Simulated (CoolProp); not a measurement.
The numbers come from the reference Helmholtz-energy equation of state, Thol 2019 in CoolProp.

Problem. For dodecamethylpentasiloxane (MD3M), give the phase and the cp (kJ/(kg K)), speed of sound (m/s), expansivity (1/kK), fugacity coefficient at 14.95 °C and 577 kPa; 153.15 °C and 577 kPa.

Solution. 
- 14.95 °C and 577 kPa: liquid; cp 1.68, speed of sound 982, expansivity 1.09, fugacity coefficient 4.76e-6
- 153.15 °C and 577 kPa: liquid; cp 1.99, speed of sound 583, expansivity 1.40, fugacity coefficient 0.0208
